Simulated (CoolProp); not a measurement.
Vapour-liquid equilibrium of R143a (1) + isobutene (2) at 313 kPa; x and y are mole fractions of (1).

Computed with CoolProp (multi-fluid Helmholtz-energy mixture model, Lemmon and Jacobsen 2000 and Lemmon 2005; pair parameters Bell 2016).

```json
[
 {"x": "0.05", "bubble temperature, mixture model (K)": "288.5", "bubble temperature, Raoult's law (K)": "294.2", "y, mixture model": "0.293", "y, Raoult's law": "0.181"},
 {"x": "0.125", "bubble temperature, mixture model (K)": "278.3", "bubble temperature, Raoult's law (K)": "287.9", "y, mixture model": "0.523", "y, Raoult's law": "0.382"},
 {"x": "0.2", "bubble temperature, mixture model (K)": "271.9", "bubble temperature, Raoult's law (K)": "282.6", "y, mixture model": "0.639", "y, Raoult's law": "0.527"},
 {"x": "0.275", "bubble temperature, mixture model (K)": "267.8", "bubble temperature, Raoult's law (K)": "278.1", "y, mixture model": "0.706", "y, Raoult's law": "0.634"},
 {"x": "0.35", "bubble temperature, mixture model (K)": "264.9", "bubble temperature, Raoult's law (K)": "274.2", "y, mixture model": "0.751", "y, Raoult's law": "0.715"},
 {"x": "0.425", "bubble temperature, mixture model (K)": "262.8", "bubble temperature, Raoult's law (K)": "270.7", "y, mixture model": "0.784", "y, Raoult's law": "0.778"},
 {"x": "0.5", "bubble temperature, mixture model (K)": "261.1", "bubble temperature, Raoult's law (K)": "267.6", "y, mixture model": "0.811", "y, Raoult's law": "0.829"},
 {"x": "0.575", "bubble temperature, mixture model (K)": "259.6", "bubble temperature, Raoult's law (K)": "264.8", "y, mixture model": "0.836", "y, Raoult's law": "0.870"},
 {"x": "0.65", "bubble temperature, mixture model (K)": "258.3", "bubble temperature, Raoult's law (K)": "262.3", "y, mixture model": "0.860", "y, Raoult's law": "0.903"},
 {"x": "0.725", "bubble temperature, mixture model (K)": "257.0", "bubble temperature, Raoult's law (K)": "259.9", "y, mixture model": "0.884", "y, Raoult's law": "0.931"},
 {"x": "0.8", "bubble temperature, mixture model (K)": "255.9", "bubble temperature, Raoult's law (K)": "257.8", "y, mixture model": "0.910", "y, Raoult's law": "0.954"},
 {"x": "0.875", "bubble temperature, mixture model (K)": "254.7", "bubble temperature, Raoult's law (K)": "255.9", "y, mixture model": "0.940", "y, Raoult's law": "0.973"},
 {"x": "0.95", "bubble temperature, mixture model (K)": "253.6", "bubble temperature, Raoult's law (K)": "254.1", "y, mixture model": "0.974", "y, Raoult's law": "0.990"}
]
```

The largest gap from Raoult's law is -10.7 K in bubble temperature, at x = 0.2. No azeotrope shows between x = 0.05 and 0.95.

The pair parameters rest on a limited set of measurements; away from them the model extrapolates.
